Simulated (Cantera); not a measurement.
# Equilibrium for silicon oxide and oxynitride deposition: SiF₄ + NO + H₂

A closed system holds: 1 mol SiF₄, 1.1 mol NO, 9.9 mol H₂, equilibrated at 1673 K and 0.323 Torr.

These are equilibrium values from Cantera (NASA tables, ideal gas, pure condensed phases), not measurements of a reactor. Candidate condensed phases: H₂O, Si, SiO₂, Si₂N₂O, Si₃N₄; 58 gas species. The tables' values for SiF₃, SiF₂ are old estimates; treat these amounts as uncertain. The tables hold silica as quartz up to 1696 K and as liquid above; real silica turns to tridymite and cristobalite and melts near 1996 K. The numbers say what is thermodynamically allowed, not how fast it happens.

- x(H₂) = 0.606
- x(HF) = 0.279
- x(SiO) = 0.0587
- x(N₂) = 0.0417
- x(SiF₄) = 0.00472
- x(H) = 0.00427
- x(H₂O) = 0.00360
- x(SiF₃) = 0.00161
- x(SiF₂) = 0.000239
- n(SiO₂(β-quartz)) = 0.139 mol
- gas amount = 13.18 mol
- log10 activity of Si(s) (absent) = -5.07
